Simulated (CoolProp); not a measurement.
Saturation properties of R1224YDZ (Tc = 428.7 K, pc = 3.334 MPa, ω = 0.325).

Model: reference Helmholtz-energy equation of state, Akasaka 2023, in CoolProp.

```csv
T (K),p (MPa),liquid density (kg/m³),vapour density (kg/m³)
219.9,0.002618,1558,0.2137
234.8,0.007285,___,0.5595
249.8,0.01759,___,1.279
264.7,0.03746,1448,2.596
279.6,0.07243,1410,4.818
294.6,0.1298,1370,8.348
309.5,0.2168,1328,13.60
324.4,0.3430,1284,___
339.4,0.5196,1236,31.89
```

Task: Some entries are withheld; supply them.

Result: 
- 234.8, liquid density (kg/m³): 1522
- 249.8, liquid density (kg/m³): 1485
- 324.4, vapour density (kg/m³): 21.17

It boils at 288.0 K under 1 atm.
